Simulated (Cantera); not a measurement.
What does this Cantera script print?

```python
import numpy as np
import cantera as ct

gas_names = [...]  # 113 gases of nasa_gas.yaml made of C, H, O, Ti
cond_names = """
    C(gr) C6H6(L) C7H8(L) C8H18(L),n-octa H2O(s) H2O(L) Ti(a) Ti(b) Ti(L) TiC(s) TiC(L) TiO(a) TiO(b)
    TiO(L) TiO2(ru) TiO2(L) Ti2O3(a) Ti2O3(b) Ti2O3(L) Ti3O5(a) Ti3O5(b) Ti3O5(L) Ti4O7(s) Ti4O7(L)
""".split()


# ... load() reads the species with a 1 bar reference pressure and builds the phases ...
atoms = {
    'Ti(OiPr)4': {'Ti': 1, 'C': 12, 'H': 28, 'O': 4},
    'C3H8': {'C': 3, 'H': 8},
    'H2': {'H': 2},
}
top_T = {'C(gr)': 4500}  # K; cautious upper limits of use, not melting points


# ... equilibrate(T, P, feed) seeds the gas with the atoms and calls Mixture.equilibrate('TP', solver="vcs", rtol=1e-11, max_steps=5000) ...
results = []
feed = {'Ti(OiPr)4': 1, 'C3H8': 2.8, 'H2': 150}  # mol
P = 5600  # Pa
for T in [1025, 1100, 1175, 1250, 1325, 1400, 1475, 1550, 1625, 1700, 1775, 1850, 1925, 2000]:
    mix = equilibrate(T, P, feed)
    results.append((T, P, feed, dict(zip(mix.species_names, mix.species_moles))))
    x = sorted(zip(gas.X, gas.species_names), reverse=True)
    print(f"T = {T:g} K  P = {P:g} Pa  gas = {mix.phase_moles(0):.4g} mol")
    print("   x: " + "  ".join(f"{s} {v:.3e}" for v, s in x if v > 0.001))
    print("   condensed (mol): " + ("  ".join(f"{mix.phase(i).name} {mix.phase_moles(i):.4g}"
          for i in range(1, mix.n_phases) if mix.phase_moles(i) > 1e-12) or "none"))
```

Result:

```
T = 1025 K  P = 5600 Pa  gas = 176.5 mol
   x: H2 9.847e-01  CO 1.117e-02  CH4 3.991e-03
   condensed (mol): C(gr) 17.72  TiO2(ru) 1
T = 1100 K  P = 5600 Pa  gas = 177.1 mol
   x: H2 9.853e-01  CO 1.264e-02  CH4 1.952e-03
   condensed (mol): C(gr) 17.82  Ti4O7(s) 0.25
T = 1175 K  P = 5600 Pa  gas = 177.6 mol
   x: H2 9.844e-01  CO 1.455e-02  CH4 1.039e-03
   condensed (mol): C(gr) 17.48  TiC(s) 0.1534  Ti3O5(b) 0.2822
T = 1250 K  P = 5600 Pa  gas = 179.1 mol
   x: H2 9.771e-01  CO 2.232e-02
   condensed (mol): C(gr) 15.3  TiC(s) 1
T = 1325 K  P = 5600 Pa  gas = 179.1 mol
   x: H2 9.773e-01  CO 2.232e-02
   condensed (mol): C(gr) 15.34  TiC(s) 1
T = 1400 K  P = 5600 Pa  gas = 179.2 mol
   x: H2 9.774e-01  CO 2.232e-02
   condensed (mol): C(gr) 15.36  TiC(s) 1
T = 1475 K  P = 5600 Pa  gas = 179.2 mol
   x: H2 9.775e-01  CO 2.232e-02
   condensed (mol): C(gr) 15.37  TiC(s) 1
T = 1550 K  P = 5600 Pa  gas = 179.2 mol
   x: H2 9.774e-01  CO 2.232e-02
   condensed (mol): C(gr) 15.38  TiC(s) 1
T = 1625 K  P = 5600 Pa  gas = 179.2 mol
   x: H2 9.773e-01  CO 2.232e-02
   condensed (mol): C(gr) 15.37  TiC(s) 1
T = 1700 K  P = 5600 Pa  gas = 179.2 mol
   x: H2 9.769e-01  CO 2.232e-02
   condensed (mol): C(gr) 15.36  TiC(s) 1
T = 1775 K  P = 5600 Pa  gas = 179.3 mol
   x: H2 9.763e-01  CO 2.231e-02  H 1.209e-03
   condensed (mol): C(gr) 15.34  TiC(s) 1
T = 1850 K  P = 5600 Pa  gas = 179.4 mol
   x: H2 9.752e-01  CO 2.230e-02  H 2.248e-03
   condensed (mol): C(gr) 15.3  TiC(s) 1
T = 1925 K  P = 5600 Pa  gas = 179.6 mol
   x: H2 9.733e-01  CO 2.228e-02  H 3.986e-03
   condensed (mol): C(gr) 15.23  TiC(s) 1
T = 2000 K  P = 5600 Pa  gas = 179.8 mol
   x: H2 9.702e-01  CO 2.225e-02  H 6.769e-03
   condensed (mol): C(gr) 15.13  TiC(s) 1
```

Equilibrium computed with Cantera from the NASA thermochemical tables; the gas is ideal and each condensed phase is pure. The feed counts by its element totals alone. Mutual solubility and eutectic melting of coexisting phases are not modelled. TiC: taken at fixed stoichiometry. Condensed phases not in the tables: Magnéli phases beyond Ti4O7.
